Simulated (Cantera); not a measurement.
# Equilibrium for fluorocarbon and chlorocarbon gases: CH3F + F2 + H2

Charge: 1 mol CH3F, 0.24 mol F2, 1.2 mol H2, equilibrated at 9.60 Pa.

Equilibrium computed with Cantera from the NASA thermochemical tables; the gas is ideal and each condensed phase is pure. Candidate condensed phases: C, C6H6, C7H8, C8H18; 95 gas species. Rates play no part.

```json
[
 {"T (°C)": "550", "log p H": "-13.27", "log p H2": "-4.26", "log p HF": "-4.38", "log p F": "<-16", "log p C": "<-16", "log p C3": "<-16", "log p C2": "<-16", "log p CF": "<-16", "n C(graphite)": "1.000"},
 {"T (°C)": "750", "log p H": "-10.51", "log p H2": "-4.26", "log p HF": "-4.38", "log p F": "<-16", "log p C": "<-16", "log p C3": "<-16", "log p C2": "<-16", "log p CF": "<-16", "n C(graphite)": "1.000"},
 {"T (°C)": "950", "log p H": "-8.65", "log p H2": "-4.26", "log p HF": "-4.38", "log p F": "-14.40", "log p C": "<-16", "log p C3": "<-16", "log p C2": "<-16", "log p CF": "<-16", "n C(graphite)": "1.000"},
 {"T (°C)": "1150", "log p H": "-7.31", "log p H2": "-4.26", "log p HF": "-4.38", "log p F": "-12.25", "log p C": "<-16", "log p C3": "<-16", "log p C2": "<-16", "log p CF": "<-16", "n C(graphite)": "1.000"},
 {"T (°C)": "1350", "log p H": "-6.29", "log p H2": "-4.27", "log p HF": "-4.39", "log p F": "-10.62", "log p C": "-14.87", "log p C3": "-15.55", "log p C2": "<-16", "log p CF": "-13.96", "n C(graphite)": "1.000"},
 {"T (°C)": "1550", "log p H": "-5.50", "log p H2": "-4.28", "log p HF": "-4.39", "log p F": "-9.34", "log p C": "-12.33", "log p C3": "-12.64", "log p C2": "-13.72", "log p CF": "-12.09", "n C(graphite)": "0.999"},
 {"T (°C)": "1750", "log p H": "-4.90", "log p H2": "-4.35", "log p HF": "-4.41", "log p F": "-8.31", "log p C": "-10.30", "log p C3": "-10.31", "log p C2": "-11.39", "log p CF": "-10.59", "n C(graphite)": "0.997"},
 {"T (°C)": "1950", "log p H": "-4.47", "log p H2": "-4.55", "log p HF": "-4.47", "log p F": "-7.42", "log p C": "-8.64", "log p C3": "-8.42", "log p C2": "-9.47", "log p CF": "-9.32", "n C(graphite)": "0.992"},
 {"T (°C)": "2150", "log p H": "-4.25", "log p H2": "-4.99", "log p HF": "-4.54", "log p F": "-6.57", "log p C": "-7.25", "log p C3": "-6.84", "log p C2": "-7.88", "log p CF": "-8.16", "n C(graphite)": "0.962"},
 {"T (°C)": "2350", "log p H": "-4.19", "log p H2": "-5.64", "log p HF": "-4.63", "log p F": "-5.74", "log p C": "-6.08", "log p C3": "-5.51", "log p C2": "-6.54", "log p CF": "-7.07", "n C(graphite)": "0.350"},
 {"T (°C)": "2550", "log p H": "-4.18", "log p H2": "-6.26", "log p HF": "-4.84", "log p F": "-5.12", "log p C": "-5.45", "log p C3": "-5.50", "log p C2": "-6.13", "log p CF": "-6.60", "n C(graphite)": "0"},
 {"T (°C)": "2750", "log p H": "-4.18", "log p H2": "-6.82", "log p HF": "-5.29", "log p F": "-4.85", "log p C": "-5.07", "log p C3": "-6.01", "log p C2": "-6.13", "log p CF": "-6.63", "n C(graphite)": "0"},
 {"T (°C)": "2950", "log p H": "-4.18", "log p H2": "-7.32", "log p HF": "-5.86", "log p F": "-4.77", "log p C": "-4.94", "log p C3": "-7.05", "log p C2": "-6.53", "log p CF": "-7.02", "n C(graphite)": "0"}
]
```
log p: log10 of the partial pressure in bar; n: condensed amount in mol.

From 550 °C to 2350 °C the condensed part is C(graphite). From 2550 °C to 2950 °C nothing is condensed. The main C-bearing gas is CH4 at 550 °C and C at 2950 °C.
